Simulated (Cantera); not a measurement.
A perfectly stirred reactor is fed with CH₄ : O₂ : N₂ = 1 : 1.82 : 6.84 (molar parts), at 1500000 Pa; it is adiabatic with a 650 K inlet, and is followed from long to short residence time, starting on the burning branch (τ in s: 0.077, 0.027, 0.0098, 0.0035, 0.0012, 0.00045, 0.00016, 5.7e-05, 2e-05, 7.2e-06).

Detailed kinetics in Cantera: GRI-Mech 3.0 (53 species, 325 reactions). The pressure lies above the range GRI-Mech 3.0 was tuned for (to about 10 atm).

### Question
What does this change do: N2 6.84 to 9.8 parts?

### Answer
| quantity | before | after |
|---|---|---|
| blow-out, bracketed by the residence times tried | burning at 20.0 µs, out at 7.20 µs | burning at 0.160 ms, out at 57.0 µs |
| x(CH₄) at τ = 77.0 ms | 1.00e-6 | 1.96e-5 |
| x(O₂) at τ = 77.0 ms | 0.000467 | 6.98e-5 |
| x(CH₂CO) at τ = 77.0 ms | 1.80e-9 | 2.92e-8 |
| x(N₂O) at τ = 77.0 ms | 1.90e-7 | 2.39e-8 |
| x(C₂H₆) at τ = 77.0 ms | <1e-12 | 6.87e-10 |
| x(CH₄) at τ = 0.450 ms | 6.93e-5 | 0.000292 |
| x(O₂) at τ = 0.450 ms | 0.00236 | 0.00250 |
| x(CH₂CO) at τ = 0.450 ms | 2.32e-7 | 2.34e-6 |
| x(N₂O) at τ = 0.450 ms | 3.32e-7 | 2.15e-7 |
| x(C₂H₆) at τ = 0.450 ms | 4.14e-9 | 3.18e-7 |
